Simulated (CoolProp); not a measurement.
Properties of hydrogen chloride along the isobar 0.749 MPa (Tc = 324.7 K, pc = 8.314 MPa, ω = 0.130).

Computed with CoolProp (reference Helmholtz-energy equation of state, Thol 2018).

```json
[
 {"T (K)": "252", "phase": "gas", "density (kg/m³)": "14.20", "cp (kJ/(kg K))": "0.9967", "cv (kJ/(kg K))": "0.6578", "expansivity (1/kK)": "5.288", "fugacity coefficient": "0.9242"},
 {"T (K)": "259.1", "phase": "gas", "density (kg/m³)": "13.69", "cp (kJ/(kg K))": "0.9712", "cv (kJ/(kg K))": "0.6470", "expansivity (1/kK)": "4.983", "fugacity coefficient": "0.9310"},
 {"T (K)": "266.2", "phase": "gas", "density (kg/m³)": "13.23", "cp (kJ/(kg K))": "0.9497", "cv (kJ/(kg K))": "0.6375", "expansivity (1/kK)": "4.721", "fugacity coefficient": "0.9369"},
 {"T (K)": "273.3", "phase": "gas", "density (kg/m³)": "12.80", "cp (kJ/(kg K))": "0.9315", "cv (kJ/(kg K))": "0.6293", "expansivity (1/kK)": "4.494", "fugacity coefficient": "0.9422"},
 {"T (K)": "280.4", "phase": "gas", "density (kg/m³)": "12.41", "cp (kJ/(kg K))": "0.9160", "cv (kJ/(kg K))": "0.6221", "expansivity (1/kK)": "4.294", "fugacity coefficient": "0.9468"},
 {"T (K)": "287.5", "phase": "gas", "density (kg/m³)": "12.04", "cp (kJ/(kg K))": "0.9028", "cv (kJ/(kg K))": "0.6158", "expansivity (1/kK)": "4.117", "fugacity coefficient": "0.9509"},
 {"T (K)": "294.6", "phase": "gas", "density (kg/m³)": "11.70", "cp (kJ/(kg K))": "0.8913", "cv (kJ/(kg K))": "0.6103", "expansivity (1/kK)": "3.958", "fugacity coefficient": "0.9546"},
 {"T (K)": "301.8", "phase": "gas", "density (kg/m³)": "11.38", "cp (kJ/(kg K))": "0.8814", "cv (kJ/(kg K))": "0.6055", "expansivity (1/kK)": "3.813", "fugacity coefficient": "0.9580"},
 {"T (K)": "308.9", "phase": "gas", "density (kg/m³)": "11.08", "cp (kJ/(kg K))": "0.8729", "cv (kJ/(kg K))": "0.6013", "expansivity (1/kK)": "3.683", "fugacity coefficient": "0.9609"},
 {"T (K)": "316", "phase": "gas", "density (kg/m³)": "10.80", "cp (kJ/(kg K))": "0.8655", "cv (kJ/(kg K))": "0.5977", "expansivity (1/kK)": "3.565", "fugacity coefficient": "0.9636"},
 {"T (K)": "323.1", "phase": "gas", "density (kg/m³)": "10.53", "cp (kJ/(kg K))": "0.8591", "cv (kJ/(kg K))": "0.5945", "expansivity (1/kK)": "3.455", "fugacity coefficient": "0.9660"},
 {"T (K)": "330.2", "phase": "gas", "density (kg/m³)": "10.28", "cp (kJ/(kg K))": "0.8534", "cv (kJ/(kg K))": "0.5918", "expansivity (1/kK)": "3.354", "fugacity coefficient": "0.9682"},
 {"T (K)": "337.3", "phase": "gas", "density (kg/m³)": "10.04", "cp (kJ/(kg K))": "0.8485", "cv (kJ/(kg K))": "0.5894", "expansivity (1/kK)": "3.260", "fugacity coefficient": "0.9703"},
 {"T (K)": "344.4", "phase": "gas", "density (kg/m³)": "9.816", "cp (kJ/(kg K))": "0.8442", "cv (kJ/(kg K))": "0.5873", "expansivity (1/kK)": "3.173", "fugacity coefficient": "0.9721"},
 {"T (K)": "351.5", "phase": "gas", "density (kg/m³)": "9.601", "cp (kJ/(kg K))": "0.8405", "cv (kJ/(kg K))": "0.5855", "expansivity (1/kK)": "3.091", "fugacity coefficient": "0.9738"},
 {"T (K)": "358.6", "phase": "gas", "density (kg/m³)": "9.395", "cp (kJ/(kg K))": "0.8371", "cv (kJ/(kg K))": "0.5840", "expansivity (1/kK)": "3.014", "fugacity coefficient": "0.9754"}
]
```
